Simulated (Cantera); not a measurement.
## Thermodynamics of sublimation and decomposition of ceramics, feed SiO2 + Si + N2

Input: 1 mol SiO2, 0.045 mol Si, a varied amount of N2, equilibrated at 100000 Pa.

Method: chemical equilibrium by Gibbs-energy minimisation in Cantera with the NASA 1993 tables (ideal gas, pure condensed phases). Candidate condensed phases: Si, SiO2, Si2N2O, Si3N4; 16 gas species. Mutual solubility and eutectic melting of coexisting phases are not modelled. The tables hold silica as quartz up to 1696 K and as liquid above; real silica turns to tridymite and cristobalite and melts near 1996 K. Rates play no part.

Map the stable condensed phases over T = 1775, 1875, 1975, 2075, 2175, 2275, 2375, 2475, 2575, 2675 °C and n(N2) in mol = 0.17, 0.25, 0.36, 0.52, 0.76, 1.1, 1.6, 2.3, 3.3, 4.8, 7.


```
T in °C \ n(N2) in mol
         0.17 0.25 0.36 0.52 0.76  1.1  1.6  2.3  3.3  4.8    7
   2675     A    A    A    A    A    A    A    A    A    B    B
   2575     A    A    A    A    A    A    A    A    A    A    A
   2475     A    A    A    A    A    A    A    A    A    A    A
   2375     A    A    A    A    A    A    A    A    A    A    A
   2275     A    A    A    A    A    A    A    A    A    A    A
   2175     A    A    A    A    A    A    A    A    A    A    A
   2075     A    A    A    A    A    A    A    A    A    A    A
   1975     A    A    A    A    A    A    A    A    A    A    A
   1875     A    A    A    A    A    A    A    A    A    A    A
   1775     C    C    C    C    C    A    A    A    A    A    A
```
A: SiO2; B: gas only; C: SiO2 + Si2N2O.
